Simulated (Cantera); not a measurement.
A freely propagating, adiabatic, planar premixed flame of CH₄ : O₂ : N₂ = 1 : 1.82 : 7.45 (molar parts), unburnt at 473 K and 10.0 bar; mixture-averaged transport, grid criteria slope 0.08 and curve 0.16, no radiation.

Detailed kinetics in Cantera: GRI-Mech 3.0 (53 species, 325 reactions). Burning velocities carry a grid error of a few per cent, more on coarse grids.

### Question
How do the results move with these cheaper or finer settings: unity-Lewis-number transport; multicomponent transport; multicomponent+Soret transport; grid criteria slope 0.5, curve 1; grid criteria slope 0.25, curve 0.5; grid criteria slope 0.03, curve 0.06?

### Answer
```csv
setting,laminar burning velocity,thermal thickness,peak x(C₂H₆),peak x(OH),grid points
as above,25.5 cm/s,0.0936 mm,0.000779,0.00352,142
unity-Lewis-number transport,18.8 cm/s,0.116 mm,0.000647,0.00366,145
multicomponent transport,25.7 cm/s,0.0947 mm,0.000796,0.00353,142
multicomponent+Soret transport,25.6 cm/s,0.0945 mm,0.000788,0.00361,142
"grid criteria slope 0.5, curve 1",27.7 cm/s,0.100 mm,0.000771,0.00361,36
"grid criteria slope 0.25, curve 0.5",26.4 cm/s,0.0968 mm,0.000780,0.00354,57
"grid criteria slope 0.03, curve 0.06",25.1 cm/s,0.0931 mm,0.000783,0.00349,334
```
The base run took very roughly 21 core-seconds.
Unity Lewis numbers drop preferential diffusion, which matters most where H2 and H carry the flame; Soret adds thermal diffusion.
